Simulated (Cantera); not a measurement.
Input (Python, Cantera) and output of one run.

```python
import numpy as np
import cantera as ct

gas_names = """
    Cu CuF CuF2 CuO Cu2 F FO FO2 F2 F2O H HF HOF HO2 H2 H2F2 H2O H2O2 H3F3 H4F4 H5F5 H6F6 H7F7 O OH O2
    O3
""".split()
cond_names = """
    Cu(cr) Cu(L) CuF2(s) CuF2(L) CuO(s) CuO2H2(s) Cu2O(s) Cu2O(L) H2O(s) H2O(L)
""".split()


def load(file, names, dense=False):
    # The tables refer to 1 bar. Condensed volumes are neglected.
    table = {s.name: s for s in ct.Species.list_from_file(file)}
    out = []
    for n in names:
        d = dict(table[n].input_data)
        d["thermo"] = dict(d["thermo"], **{"reference-pressure": 1e5})
        if dense:
            d["equation-of-state"] = {"model": "constant-volume", "density": "1e6 g/cm^3"}
        out.append(ct.Species.from_dict(d))
    return out


gas = ct.Solution(thermo="ideal-gas", species=load("nasa_gas.yaml", gas_names))
cond = {s.name: ct.Solution(thermo="fixed-stoichiometry", species=[s], name=s.name)
        for s in load("nasa_condensed.yaml", cond_names, dense=True)}
atoms = {
    'CuO': {'Cu': 1, 'O': 1},
    'HF': {'H': 1, 'F': 1},
    'O2': {'O': 2},
}
top_T = {'CuO(s)': 1390}  # K; cautious upper limits of use, not melting points


def equilibrate(T, P, feed):
    n = {}
    for name, mol in feed.items():
        for a, k in atoms[name].items():
            n[a] = n.get(a, 0.0) + k * mol
    gas.TPX = T, P, n
    mass = sum(n.values()) * gas.mean_molecular_weight
    gas.equilibrate("TP")
    valid = [c for c in cond.values() if c.min_temp <= T <= top_T.get(c.name, c.max_temp)]
    mix = ct.Mixture([(gas, mass / gas.mean_molecular_weight)] + [(c, 0.0) for c in valid])
    mix.T, mix.P = T, P
    mix.equilibrate("TP", solver="vcs", rtol=1e-11, max_steps=5000)
    return mix


results = []
feed = {'CuO': 1, 'HF': 49, 'O2': 1.2}  # mol
T = 673.15  # K
P = 5400  # Pa
mix = equilibrate(T, P, feed)
results.append((T, P, feed, dict(zip(mix.species_names, mix.species_moles))))
print(gas.report(threshold=1e-06))
for i in range(1, mix.n_phases):
    print(f"{mix.phase(i).name:16s} {mix.phase_moles(i):12.5e} mol")
```

Output:

```
       temperature   673.15 K
          pressure   5400 Pa
           density   0.019546 kg/m^3
  mean mol. weight   20.259 kg/kmol
   phase of matter   gas

                          1 kg             1 kmol
                     ---------------   ---------------
          enthalpy       -1.2551e+07       -2.5428e+08  J
   internal energy       -1.2828e+07       -2.5987e+08  J
           entropy             11096        2.2478e+05  J/K
    Gibbs function       -2.0021e+07       -4.0559e+08  J
 heat capacity c_p              1459             29557  J/K
 heat capacity c_v            1048.6             21242  J/K

                      mass frac. Y      mole frac. X     chem. pot. / RT
                     ---------------   ---------------   ---------------
                HF           0.94338           0.95527           -73.465
              H2F2        2.1528e-05        1.0899e-05           -146.93
               H2O          0.018074          0.020325           -73.797
                O2          0.038524          0.024391           -32.242
     [  +23 minor]        5.9016e-10        1.6049e-10

Cu(cr)            0.00000e+00 mol
CuF2(s)           1.00000e+00 mol
CuO(s)            0.00000e+00 mol
CuO2H2(s)         0.00000e+00 mol
Cu2O(s)           0.00000e+00 mol
```

These are equilibrium values from Cantera (NASA tables, ideal gas, pure condensed phases), not measurements of a reactor.
